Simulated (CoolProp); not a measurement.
Vapour-liquid equilibrium of CHF3 (R23) (1) + R22 (2) at 0.0707 MPa; x and y are mole fractions of (1).

Values from CoolProp's multi-fluid Helmholtz-energy mixture model, Penoncello 2003 and Kamei 1995; pair parameters Bell 2016.

```
x     bubble temperature, mixture model (K)  bubble temperature, Raoult's law (K)  y, mixture model  y, Raoult's law
----  -------------------------------------  ------------------------------------  ----------------  ---------------
0.05                                  217.9                                 219.4             0.335            0.289
0.15                                  208.2                                 211.0             0.653            0.601
0.25                                  202.0                                 205.1             0.788            0.754
0.35                                  197.8                                 200.6             0.858            0.841
0.45                                  194.7                                 197.0             0.900            0.894
0.55                                  192.3                                 194.0             0.927            0.930
0.65                                  190.4                                 191.6             0.947            0.954
0.75                                  188.7                                 189.4             0.964            0.972
0.85                                  187.3                                 187.5             0.979            0.986
0.95                                  185.8                                 185.9             0.993            0.996
```

The largest gap from Raoult's law is -3.1 K in bubble temperature, at x = 0.25. No azeotrope shows between x = 0.05 and 0.95.

The pair parameters rest on a limited set of measurements; away from them the model extrapolates.
